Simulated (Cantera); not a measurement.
A Cantera script and what it prints.

```python
import numpy as np
import cantera as ct

gas_names = """
    O3 N2O NO2 TaO2
""".split()
cond_names = """
    Ta2O5(s) Ta2O5(L) Ta(cr) Ta(L)
""".split()


def load(file, names, dense=False):
    # The tables refer to 1 bar. Condensed volumes are neglected.
    table = {s.name: s for s in ct.Species.list_from_file(file)}
    out = []
    for n in names:
        d = dict(table[n].input_data)
        d["thermo"] = dict(d["thermo"], **{"reference-pressure": 1e5})
        if dense:
            d["equation-of-state"] = {"model": "constant-volume", "density": "1e6 g/cm^3"}
        out.append(ct.Species.from_dict(d))
    return out


species = {s.name: s for s in load("nasa_gas.yaml", gas_names) + load("nasa_condensed.yaml", cond_names)}
# Each term lists the table entries of one substance; the one whose range holds T is used.
reactions = {
    '3 Ta2O5 = 6 Ta + 5 O3(g)':
        [(-3, ['Ta2O5(s)', 'Ta2O5(L)']), (6, ['Ta(cr)', 'Ta(L)']), (5, ['O3'])],
    '3 Ta2O5 + N2O(g) = 2 NO2(g) + 6 TaO2(g)':
        [(-3, ['Ta2O5(s)', 'Ta2O5(L)']), (-1, ['N2O']), (2, ['NO2']), (6, ['TaO2'])],
}


def pick(names, T):
    return next(species[n] for n in names if species[n].thermo.min_temp <= T <= species[n].thermo.max_temp)


results = []
for label, terms in reactions.items():
    print(label)
    print("     T/K   dH/kJ  dS/(J/K)   dG/kJ   log10 K")
    for T in [1650, 1700, 1750, 1800, 1850]:
        used = [(nu, pick(names, T)) for nu, names in terms]
        dH = sum(nu * s.thermo.h(T) for nu, s in used) / 1e6
        dS = sum(nu * s.thermo.s(T) for nu, s in used) / 1e3
        dG = dH - T * dS / 1e3
        logK = -dG * 1e6 / (ct.gas_constant * T * np.log(10))
        results.append((label, T, dH, dS, dG, logK, [s.name for _, s in used]))
        print(f"{T:8g} {dH:8.1f} {dS:8.1f} {dG:8.1f} {logK:8.2f}")
```

Output:

```
3 Ta2O5 = 6 Ta + 5 O3(g)
     T/K   dH/kJ  dS/(J/K)   dG/kJ   log10 K
    1650   6719.1    865.7   5290.6  -167.48
    1700   6714.3    862.9   5247.4  -161.23
    1750   6709.7    860.2   5204.3  -155.34
    1800   6705.3    857.7   5161.4  -149.78
    1850   6701.1    855.4   5118.6  -144.52
3 Ta2O5 + N2O(g) = 2 NO2(g) + 6 TaO2(g)
     T/K   dH/kJ  dS/(J/K)   dG/kJ   log10 K
    1650   4709.2   1265.2   2621.6   -82.99
    1700   4699.9   1259.7   2558.4   -78.61
    1750   4690.5   1254.3   2495.6   -74.49
    1800   4681.1   1249.0   2433.0   -70.60
    1850   4671.7   1243.8   2370.7   -66.94
```

Source: NASA polynomial tables (part measured, part estimated), evaluated in Cantera. Condensed species are held in their standard states even where they would react or evaporate.
